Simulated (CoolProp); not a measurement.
Dodecamethylcyclohexasiloxane (D6) along the isobar 0.982 MPa: fugacity coefficient from the reference equation and from simpler models built on Tc = 372.6 °C, pc = 0.9614 MPa, ω = 0.736; each cubic takes its own stable root.

Model: reference Helmholtz-energy equation of state, Colonna 2008, in CoolProp. It is a short technical equation, of lower accuracy than the large ones.

| T (°C) | phase | reference |
|---|---|---|
| 128.75 | liquid | 0.003258 |
| 140.45 | liquid | 0.005279 |
| 152.15 | liquid | 0.008247 |
| 163.75 | liquid | 0.01242 |
| 175.45 | liquid | 0.01821 |
| 187.05 | liquid | 0.02588 |
| 198.75 | liquid | 0.03598 |
| 210.35 | liquid | 0.04874 |
| 222.05 | liquid | 0.06479 |
| 233.65 | liquid | 0.08423 |
| 245.35 | liquid | 0.1077 |
| 256.95 | liquid | 0.1352 |
| 268.65 | liquid | 0.1674 |
| 280.25 | liquid | 0.2037 |
| 291.95 | liquid | 0.2449 |
| 303.55 | liquid | 0.2901 |

Question: How far does each simpler model (van der Waals, Soave-Redlich-Kwong, Peng-Robinson) lie from the reference over these 16 states: mean and median of the absolute difference, and the worst?

Answer: 
- van der Waals: mean 849.3 %, median 412.4 %, worst +3595.5 % at 128.75 °C and 0.982 MPa
- Soave-Redlich-Kwong: mean 3.3 %, median 3.2 %, worst +6.4 % at 303.55 °C and 0.982 MPa
- Peng-Robinson: mean 4.2 %, median 3.2 %, worst +9.1 % at 128.75 °C and 0.982 MPa
